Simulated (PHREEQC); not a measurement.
Dissolve 9.8 mmol/kgw CsOH, 0.17 mmol/kgw K2SiO3 and 8.4 mmol/kgw Na2CO3 at 50 °C. Closed to the air; pH follows from the charge balance.

Equilibrium calculation in PHREEQC: ion-association model, wateq4f.dat.

Precipitation was switched off in this run.

Q: Order these C species by the share of C that they hold, largest first: HCO3-, NaCO3-, CO3-2.

A: CO3-2 (67 %), NaCO3- (30 %), HCO3- (3.8 %)

The pH is 11.21 and the ionic strength 0.0301 mol/kgw. Away from 25 °C the constants follow the database's enthalpies or fits; those with neither stay at their 25 °C values.
